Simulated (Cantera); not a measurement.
Thermodynamics of roasting and sulfation, feed FeS2 + SO2 + CO2

Charge: 1 mol FeS2, 0.14 mol SO2, 4.1 mol CO2, held at 0.150 bar.

Method: chemical equilibrium by Gibbs-energy minimisation in Cantera with the NASA 1993 tables (ideal gas, pure condensed phases). Candidate condensed phases: C, Fe, Fe(CO)5, FeO, FeS, FeSO4, FeS2, Fe2O3, Fe2(SO4)3, Fe3O4, S; 25 gas species. FeS: taken at fixed stoichiometry. Gases not in the tables: S3 to S7. Rates play no part.

| T (K) | log p CO2 | log p CO | log p S2 | log p SO2 | n FeS(s) | n FeS2(s) |
|---|---|---|---|---|---|---|
| 850 | -0.84 | -4.04 | -2.92 | -2.30 | 0.0758 | 0.924 |
| 900 | -0.88 | -3.48 | -1.95 | -2.31 | 0.726 | 0.274 |
| 950 | -0.89 | -3.16 | -1.82 | -2.30 | 1.00 | 0 |
| 1000 | -0.89 | -2.89 | -1.83 | -2.27 | 1.00 | 0 |
| 1050 | -0.90 | -2.66 | -1.84 | -2.24 | 1.00 | 0 |
| 1100 | -0.90 | -2.46 | -1.85 | -2.20 | 1.00 | 0 |
| 1150 | -0.91 | -2.29 | -1.86 | -2.14 | 1.00 | 0 |
| 1200 | -0.92 | -2.14 | -1.88 | -2.09 | 1.00 | 0 |
| 1250 | -0.93 | -2.01 | -1.90 | -2.03 | 1.00 | 0 |
| 1300 | -0.94 | -1.90 | -1.93 | -1.97 | 1.00 | 0 |
| 1350 | -0.96 | -1.80 | -1.96 | -1.91 | 1.00 | 0 |
log p: log10 of the partial pressure in bar; n: condensed amount in mol.

From 850 K to 900 K the condensed part is FeS(s) + FeS2(s). From 950 K to 1350 K the condensed part is FeS(s).
